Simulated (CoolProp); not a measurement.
A single-stage vapour-compression cycle with R141b: evaporating at 279.15 K (dew point), condensing at 316.15 K (bubble point), superheat 5 K, subcooling 8 K, compressor efficiency 0.9, no pressure losses. Each further row changes one setting.

Model: reference Helmholtz-energy equation of state, Lemmon 2006, in CoolProp. It is a short technical equation, of lower accuracy than the large ones.

| case | cooling COP | pressure ratio | discharge temperature (K) | refrigerating effect (kJ/kg) | volumetric capacity (kJ/m³) |
|---|---|---|---|---|---|
| as stated | 6.35 | 4.00 | 329.2 | 205 | 380 |
| evaporating temperature 284.15 K | (withheld) | (withheld) | (withheld) | 209 | 470 |
| condensing temperature 311.15 K | (withheld) | (withheld) | 323.6 | 211 | 390 |
| subcooling 13 K | 6.53 | 4.00 | 329.2 | 211 | 390 |
| superheat 15 K | 6.35 | 4.00 | (withheld) | 213 | 379 |
| compressor efficiency 0.8 | (withheld) | 4.00 | 334.0 | 205 | 380 |

Problem. Fill in the missing entries.

Solution. 
- evaporating temperature 284.15 K, cooling COP: 7.59
- evaporating temperature 284.15 K, pressure ratio: 3.23
- evaporating temperature 284.15 K, discharge temperature (K): 327.5
- condensing temperature 311.15 K, cooling COP: 7.46
- condensing temperature 311.15 K, pressure ratio: 3.39
- superheat 15 K, discharge temperature (K): 339.6
- compressor efficiency 0.8, cooling COP: 5.64
